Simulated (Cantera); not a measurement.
A closed system holds: 1 mol CCl₄, at 3573 K and 2.50 mbar.

Equilibrium computed with Cantera from the NASA thermochemical tables; the gas is ideal and each condensed phase is pure. Candidate condensed phases: C; 14 gas species. The tables' values for CCl are old estimates; treat these amounts as uncertain. Rates play no part.

Base state: Cl 0.826, C 0.151, C₂ 0.0137, C₃ 0.00934, CCl 4.46e-5 (mole fractions); condensed: gas only.

What changes in the equilibrium state with this change: temperature from 3573 K to 1773.15 K?


```json
[
 {"species": "Cl", "before": "0.826", "after": "0.970"},
 {"species": "Cl₂", "before": "3.57e-6", "after": "0.0304"},
 {"species": "CCl", "before": "4.46e-5", "after": "2.52e-9"},
 {"species": "C", "before": "0.151", "after": "<1e-9"},
 {"species": "C₂", "before": "0.0137", "after": "<1e-9"},
 {"species": "C₃", "before": "0.00934", "after": "<1e-9"},
 {"species": "C(graphite), mol", "before": "0", "after": "1.000"}
]
```
